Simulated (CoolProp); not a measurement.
Values from CoolProp's reference Helmholtz-energy equation of state, Bücker 2006.

Question: For n-butane, give the phase and the Z, cv (kJ/(kg K)), speed of sound (m/s), Joule-Thomson coefficient (K/MPa) at 356 K and 409 kPa; 386.2 K and 409 kPa.

Answer: 
- 356 K and 409 kPa: gas; Z 0.930, cv 1.84, speed of sound 220, Joule-Thomson coefficient 15.3
- 386.2 K and 409 kPa: gas; Z 0.948, cv 1.96, speed of sound 233, Joule-Thomson coefficient 11.6
